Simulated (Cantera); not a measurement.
# Ammonia decomposition in nitride growth gas

An isothermal, constant-pressure homogeneous reactor starts with NH3 : N2 = 1 : 0.6 (molar parts), at 1925 K and 0.880 bar.

Computed with Cantera and the gas-phase N/H chemistry of the illustrative SiF4/NH3 mechanism in the Surface Chemkin manual (1991). Walls and surfaces, which speed up NH3 decomposition in real reactors, are not modelled.

| t (s) | x NH3 | x NH2 | x H | x H2 | x N2H4 |
|---|---|---|---|---|---|
| 0.000300 | 0.623 | 0.000742 | 1.20e-6 | 0.00156 | 4.23e-7 |
| 0.000668 | 0.620 | 0.000755 | 2.45e-6 | 0.00440 | 4.38e-7 |
| 0.00149 | 0.613 | 0.000735 | 5.07e-6 | 0.0107 | 4.14e-7 |
| 0.00331 | 0.598 | 0.000699 | 1.06e-5 | 0.0243 | 3.75e-7 |
| 0.00737 | 0.567 | 0.000646 | 2.18e-5 | 0.0530 | 3.20e-7 |
| 0.0164 | 0.506 | 0.000575 | 4.45e-5 | 0.109 | 2.54e-7 |
| 0.0366 | 0.400 | 0.000478 | 8.83e-5 | 0.208 | 1.75e-7 |
| 0.0814 | 0.252 | 0.000345 | 0.000167 | 0.344 | 9.14e-8 |
| 0.181 | 0.109 | 0.000192 | 0.000296 | 0.476 | 2.83e-8 |
| 0.403 | 0.0277 | 7.04e-5 | 0.000496 | 0.551 | 3.80e-9 |
| 0.898 | 0.00495 | 1.72e-5 | 0.000703 | 0.572 | 2.27e-10 |
| 2.00 | 0.00124 | 4.68e-6 | 0.000768 | 0.575 | 1.68e-11 |
x: mole fraction; the columns are a selection and need not sum to one.

Equilibrium at this temperature and pressure: NH3 5.70e-6, NH2 2.18e-8, H 0.000779, H2 0.576, N2H4 <1e-12 (gas phase only).
